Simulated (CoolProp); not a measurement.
n-perfluorobutane along the isobar 3440 kPa: Z from the reference equation and from simpler models built on Tc = 113.2 °C, pc = 2322 kPa, ω = 0.372; each cubic takes its own stable root.

The numbers come from the reference Helmholtz-energy equation of state, Gao 2022 in CoolProp.

```tsv
T (°C)	phase	reference
23.15	liquid	0.2178
42.35	liquid	0.2147
61.55	liquid	0.2142
80.75	liquid	0.2174
100.05	liquid	0.2277
119.25	supercritical	0.2590
138.45	supercritical	0.4130
157.65	supercritical	0.5853
176.85	supercritical	0.6832
```

Q: How far does each simpler model (van der Waals, Redlich-Kwong, Soave-Redlich-Kwong) lie from the reference over these 9 states: mean and median of the absolute difference, and the worst?

A: 
- van der Waals: mean 37.2 %, median 47.5 %, worst +55.7 % at 23.15 °C and 3440 kPa
- Redlich-Kwong: mean 12.1 %, median 12.1 %, worst +16.9 % at 100.05 °C and 3440 kPa
- Soave-Redlich-Kwong: mean 8.8 %, median 7.8 %, worst +18.3 % at 119.25 °C and 3440 kPa
